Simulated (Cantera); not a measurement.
An isothermal, constant-pressure homogeneous reactor starts with NO : N2 = 1 : 5.7 (molar parts), at 1723 K and 100.0 Torr. Integrator tolerance rtol = 1e-08.

Cantera simulation using GRI-Mech 3.0 (53 species, 325 reactions); the numbers are that mechanism's predictions, not measurements.

Task: What does this change do: N2 5.7 to 1.9 parts?

Result: 
| quantity | before | after |
|---|---|---|
| x(NO) at 20.0 s | 0.135 (gas-phase equilibrium 0.00204) | 0.276 (gas-phase equilibrium 0.00293) |
| x(O2) at 20.0 s | 0.00733 (gas-phase equilibrium 0.0736) | 0.0341 (gas-phase equilibrium 0.171) |
| x(N2O) at 20.0 s | 6.83e-6 (gas-phase equilibrium 4.69e-8) | 2.78e-5 (gas-phase equilibrium 6.38e-8) |
| x(N2) at 20.0 s | 0.858 (gas-phase equilibrium 0.924) | 0.689 (gas-phase equilibrium 0.826) |
| x(O) at 20.0 s | 1.50e-5 (gas-phase equilibrium 4.25e-5) | 3.08e-5 (gas-phase equilibrium 6.48e-5) |

Task: What does this change do: NO 1 to 0.24 parts?

Result: 
| quantity | before | after |
|---|---|---|
| x(NO) at 20.0 s | 0.135 (gas-phase equilibrium 0.00204) | 0.0392 (gas-phase equilibrium 0.00108) |
| x(O2) at 20.0 s | 0.00733 (gas-phase equilibrium 0.0736) | 0.000614 (gas-phase equilibrium 0.0196) |
| x(N2O) at 20.0 s | 6.83e-6 (gas-phase equilibrium 4.69e-8) | 5.96e-7 (gas-phase equilibrium 2.57e-8) |
| x(N2) at 20.0 s | 0.858 (gas-phase equilibrium 0.924) | 0.960 (gas-phase equilibrium 0.979) |
| x(O) at 20.0 s | 1.50e-5 (gas-phase equilibrium 4.25e-5) | 5.11e-6 (gas-phase equilibrium 2.20e-5) |

Task: What does this change do: temperature 1723 to 1575 K?

Result: 
```csv
quantity,before,after
x(NO) at 20.0 s,0.135 (gas-phase equilibrium 0.00204),0.146 (gas-phase equilibrium 0.00112)
x(O2) at 20.0 s,0.00733 (gas-phase equilibrium 0.0736),0.00138 (gas-phase equilibrium 0.0741)
x(N2O) at 20.0 s,6.83e-6 (gas-phase equilibrium 4.69e-8),7.34e-6 (gas-phase equilibrium 2.66e-8)
x(N2) at 20.0 s,0.858 (gas-phase equilibrium 0.924),0.852 (gas-phase equilibrium 0.925)
x(O) at 20.0 s,1.50e-5 (gas-phase equilibrium 4.25e-5),1.52e-6 (gas-phase equilibrium 8.03e-6)
```
